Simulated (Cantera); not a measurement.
An isothermal, constant-pressure homogeneous reactor starts with C2H6 : N2 = 1 : 1 (molar parts), at 1100 K and 0.0947 atm. Integrator tolerance rtol = 1e-08.

Cantera simulation using GRI-Mech 3.0 (53 species, 325 reactions); the numbers are that mechanism's predictions, not measurements. GRI-Mech 3.0 stops at C3 and has no aromatics, soot or wall deposition, so with more carbon than oxygen in the feed, carbon stays in small species such as C2H2 where larger ones or solid carbon would form.

### Question
What does this change do: pressure from 0.0947 atm to 0.987 atm?

### Answer
| quantity | before | after |
|---|---|---|
| x(C2H6) at 20.0 s | 0.00361 (gas-phase equilibrium 0.000411) | 0.0209 (gas-phase equilibrium 0.00198) |
| x(C2H4) at 20.0 s | 0.211 (gas-phase equilibrium 0.0652) | 0.227 (gas-phase equilibrium 0.105) |
| x(H2) at 20.0 s | 0.329 (gas-phase equilibrium 0.117) | 0.167 (gas-phase equilibrium 0.0336) |
| x(C2H2) at 20.0 s | 0.0745 (gas-phase equilibrium 0.0875) | 0.0200 (gas-phase equilibrium 0.0472) |
| x(CH2) at 20.0 s | 1.83e-12 (gas-phase equilibrium <1e-12) | <1e-12 (gas-phase equilibrium <1e-12) |
| x(HCN) at 20.0 s | <1e-12 (gas-phase equilibrium 0.0518) | <1e-12 (gas-phase equilibrium 0.0399) |
